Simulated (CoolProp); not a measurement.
Values from CoolProp's reference Helmholtz-energy equation of state, Tillner-Roth 1997.

**Question.** For CH2F2 (R32), give the phase and the cv (kJ/(kg K)), expansivity (1/kK), viscosity (µPa s), Prandtl number at -94.05 °C and 7010 kPa; -68.45 °C and 7010 kPa; -17.25 °C and 7010 kPa.

**Answer.** 
- -94.05 °C and 7010 kPa: liquid; cv 0.984, expansivity 1.83, viscosity 639, Prandtl number 4.44
- -68.45 °C and 7010 kPa: liquid; cv 0.955, expansivity 2.00, viscosity 408, Prandtl number 3.05
- -17.25 °C and 7010 kPa: liquid; cv 0.935, expansivity 2.60, viscosity 203, Prandtl number 1.93

Viscosity comes from a separate model (Bell 2016), an estimate that may be off by 10 % or more. Thermal conductivity comes from a separate model (Huber 2003), an estimate that may be off by 10 % or more.
